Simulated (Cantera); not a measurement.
**Premixed flame**

A freely propagating, adiabatic, planar premixed flame of C3H8 : O2 : N2 : H2O : H2 = 1 : 3.33 : 12.5 : 1.8 : 0.17 (molar parts), equivalence ratio 1.5, unburnt at 350 K and 3.65 atm; mixture-averaged transport, grid criteria slope 0.08 and curve 0.16, no radiation.

Computed with Cantera and GRI-Mech 3.0 (53 species, 325 reactions). GRI-Mech 3.0 was tuned for natural gas; its chemistry of propane as a main component is partial and can be far from experiment. Burning velocities carry a grid error of a few per cent, more on coarse grids.

```json
[
 {"z (mm)": "-1.22", "T (K)": "351", "u (m/s)": "0.0969", "x C3H8": "0.0530", "x O2": "0.176", "x H2O": "0.0955", "x NO": "<1e-8", "x H2O2": "6.32e-8", "x NO2": "<1e-8"},
 {"z (mm)": "-0.813", "T (K)": "356", "u (m/s)": "0.0988", "x C3H8": "0.0528", "x O2": "0.175", "x H2O": "0.0957", "x NO": "<1e-8", "x H2O2": "4.45e-7", "x NO2": "<1e-8"},
 {"z (mm)": "-0.610", "T (K)": "377", "u (m/s)": "0.105", "x C3H8": "0.0524", "x O2": "0.172", "x H2O": "0.0975", "x NO": "<1e-8", "x H2O2": "2.03e-6", "x NO2": "<1e-8"},
 {"z (mm)": "-0.406", "T (K)": "495", "u (m/s)": "0.140", "x C3H8": "0.0507", "x O2": "0.160", "x H2O": "0.108", "x NO": "<1e-8", "x H2O2": "1.13e-5", "x NO2": "2.82e-8"},
 {"z (mm)": "-0.203", "T (K)": "910", "u (m/s)": "0.268", "x C3H8": "0.0370", "x O2": "0.114", "x H2O": "0.145", "x NO": "7.39e-8", "x H2O2": "3.65e-5", "x NO2": "9.15e-8"},
 {"z (mm)": "-0.102", "T (K)": "1252", "u (m/s)": "0.380", "x C3H8": "0.0166", "x O2": "0.0722", "x H2O": "0.175", "x NO": "2.44e-7", "x H2O2": "2.48e-5", "x NO2": "4.69e-8"},
 {"z (mm)": "0", "T (K)": "1601", "u (m/s)": "0.499", "x C3H8": "0.000470", "x O2": "0.0285", "x H2O": "0.205", "x NO": "4.84e-7", "x H2O2": "2.72e-6", "x NO2": "<1e-8"},
 {"z (mm)": "0.102", "T (K)": "1767", "u (m/s)": "0.553", "x C3H8": "4.36e-7", "x O2": "0.00960", "x H2O": "0.217", "x NO": "7.74e-7", "x H2O2": "6.14e-7", "x NO2": "<1e-8"},
 {"z (mm)": "0.203", "T (K)": "1825", "u (m/s)": "0.570", "x C3H8": "2.09e-8", "x O2": "0.00393", "x H2O": "0.219", "x NO": "9.49e-7", "x H2O2": "1.98e-7", "x NO2": "<1e-8"},
 {"z (mm)": "0.406", "T (K)": "1858", "u (m/s)": "0.580", "x C3H8": "<1e-8", "x O2": "0.00110", "x H2O": "0.218", "x NO": "1.05e-6", "x H2O2": "3.56e-8", "x NO2": "<1e-8"},
 {"z (mm)": "0.813", "T (K)": "1869", "u (m/s)": "0.583", "x C3H8": "<1e-8", "x O2": "0.000208", "x H2O": "0.215", "x NO": "1.08e-6", "x H2O2": "<1e-8", "x NO2": "<1e-8"},
 {"z (mm)": "1.63", "T (K)": "1871", "u (m/s)": "0.584", "x C3H8": "<1e-8", "x O2": "2.16e-5", "x H2O": "0.211", "x NO": "1.10e-6", "x H2O2": "<1e-8", "x NO2": "<1e-8"},
 {"z (mm)": "3.25", "T (K)": "1869", "u (m/s)": "0.584", "x C3H8": "<1e-8", "x O2": "5.81e-7", "x H2O": "0.208", "x NO": "1.17e-6", "x H2O2": "<1e-8", "x NO2": "<1e-8"}
]
```
x: mole fraction of selected species; z is measured from the peak of heat release.

The laminar burning velocity is 9.64 cm/s and the thermal thickness comes out as 0.406 mm. The peak x(H2O2) comes out as 3.80e-5 and the grid points is 117.
